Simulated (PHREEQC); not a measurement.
**Alkaline etch or developer (model solution)**

Solution (20 °C): 0.0022 mol/kgw TMAH and 0.00031 mol/kgw H4SiO4. Closed to the air; pH follows from the charge balance.

Model: ion-association model, wateq4f.dat, run in PHREEQC.

Each row changes one thing in this solution. This is a speciation only: nothing precipitates in the calculation.

| case | pH | ionic strength (mol/kgw) | H3SiO4- (mol/kgw) | H4SiO4 (mol/kgw) | H2SiO4-2 (mol/kgw) | SI of Quartz (SiO2) |
|---|---|---|---|---|---|---|
| as made | 11.42 | 0.00220 | 0.000297 | 8.64e-6 | 4.45e-6 | -1.01 |
| H4SiO4 from 0.00031 to 0.000279 mol/kgw | (withheld) | 0.00220 | 0.000267 | 7.65e-6 | 4.07e-6 | -1.06 |
| H4SiO4 from 0.00031 to 0.000341 mol/kgw | 11.42 | 0.00220 | 0.000327 | 9.65e-6 | 4.81e-6 | -0.96 |
| H4SiO4 replaced by (NH4)2SiF6 at the same molality | 10.37 | 0.00226 | 0.000233 | 7.63e-5 | 3.12e-7 | -0.06 |
| H4SiO4 replaced by Na2SiF6 at the same molality | 10.97 | 0.00282 | 0.000285 | 2.34e-5 | 1.53e-6 | -0.58 |
| 0.0017 mol/kgw NH4Cl added | (withheld) | 0.00229 | 0.000265 | 4.46e-5 | 6.86e-7 | -0.30 |

### Question
Some entries are withheld; supply them.

### Answer

- H4SiO4 from 0.00031 to 0.000279 mol/kgw, pH: 11.43
- 0.0017 mol/kgw NH4Cl added, pH: 10.66

Species that the database lacks are ignored. (CH3)4N+ isn't in the database: it is added as a free cation with an ion size of 4 Å. SiF6-2 is the database's only silicon fluoride.
